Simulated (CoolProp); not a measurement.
Saturated liquid density (kg/m³) of CHF3 (R23): the reference equation beside estimates from Tc = 299.3 K, pc = 4.832 MPa, ω = 0.263.

Model: reference Helmholtz-energy equation of state, Penoncello 2003, in CoolProp.

| T (K) | reference | Redlich-Kwong | Peng-Robinson |
|---|---|---|---|
| 151.3 | 1590 | 1319 | 1517 |
| 164.3 | 1544 | 1281 | 1482 |
| 177.2 | 1498 | 1241 | … |
| 190.2 | 1449 | 1197 | 1401 |
| 203.2 | 1399 | 1150 | 1353 |
| 216.2 | 1345 | … | 1298 |
| 229.2 | … | 1040 | 1236 |
| 242.1 | 1226 | 976.3 | … |
| 255.1 | 1155 | 903.8 | 1081 |
| 268.1 | … | 819.6 | 979.0 |

**Question.** What belongs in the gaps?

**Answer.** 
- 177.2, Peng-Robinson: 1444
- 216.2, Redlich-Kwong: 1097
- 229.2, reference: 1288
- 242.1, Peng-Robinson: 1165
- 268.1, reference: 1072

Absolute difference from the reference over all 10 rows, mean and median: Redlich-Kwong 19.0 and 18.1 %, Peng-Robinson 4.6 and 4.0 %.
